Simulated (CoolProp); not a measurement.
Decamethyltetrasiloxane (MD2M) along the isotherm 326.85 °C: density (kg/m³) from the reference equation and from simpler models built on Tc = 326.2 °C, pc = 1.144 MPa, ω = 0.635; each cubic takes its own stable root.

The numbers come from the reference Helmholtz-energy equation of state, Thol 2017 in CoolProp.

```
p (MPa)          phase  reference
-------  -------------  ---------
0.00904            gas     0.5644
0.0161             gas      1.007
0.0286             gas      1.796
0.0509             gas      3.216
0.0904             gas      5.778
0.161              gas      10.51
0.286              gas      19.46
0.509              gas      37.74
0.904              gas      85.72
1.61     supercritical      446.5
2.86     supercritical      499.2
```

Q: How far does each simpler model (van der Waals, Peng-Robinson) lie from the reference over these 11 states: mean and median of the absolute difference, and the worst?

A: 
- van der Waals: mean 6.3 %, median 0.3 %, worst -32.9 % at 326.85 °C and 1.61 MPa
- Peng-Robinson: mean 2.4 %, median 1.0 %, worst -10.8 % at 326.85 °C and 1.61 MPa
